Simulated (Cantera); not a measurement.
Input: 1 mol Si2H6, 0.72 mol H2O, held at 1500 °C and 100000 Pa.

Equilibrium computed with Cantera from the NASA thermochemical tables; the gas is ideal and each condensed phase is pure. Candidate condensed phases: H2O, Si, SiO2; 18 gas species. The feed counts by its element totals alone. Each liquid is taken as pure. Mutual solubility and eutectic melting of coexisting phases are not modelled. The tables hold silica as quartz up to 1696 K and as liquid above; real silica turns to tridymite and cristobalite and melts near 1996 K. Gases not in the tables: Si2H6 and higher silanes. Equilibrium is a limit: real reactors are often held back by kinetics, nucleation or transport.

Base state: H2 0.969, SiO 0.0309, H 0.000280, H2O 4.04e-5, SiH2 2.39e-5 (mole fractions); condensed: Si(l) + SiO2(condensed).

Q: What changes in the equilibrium state with this change: temperature from 1500 °C to 825 °C?

A: 
```tsv
species	before	after
H2	0.969	1.000
H	0.000280	2.48e-8
SiO	0.0309	2.16e-8
SiH2	2.39e-5	1.26e-9
H2O	4.04e-5	8.76e-9
Si(l), mol	1.58	0
SiO2(condensed), mol	0.301	0
Si(s), mol	0	1.64
SiO2(β-quartz), mol	0	0.360
```

Q: What changes in the equilibrium state with this change: H2O from 0.72 to 16 mol?

A: 
| species | before | after |
|---|---|---|
| H2O | 4.04e-5 | 0.631 |
| H2 | 0.969 | 0.368 |
| H | 0.000280 | 0.000173 |
| SiO | 0.0309 | 7.51e-7 |
| SiH2 | 2.39e-5 | <1e-9 |
| OH | <1e-9 | 1.84e-5 |
| Si(l), mol | 1.58 | 0 |
| SiO2(condensed), mol | 0.301 | 2.00 |
Gases not in the tables: Si(OH)4.
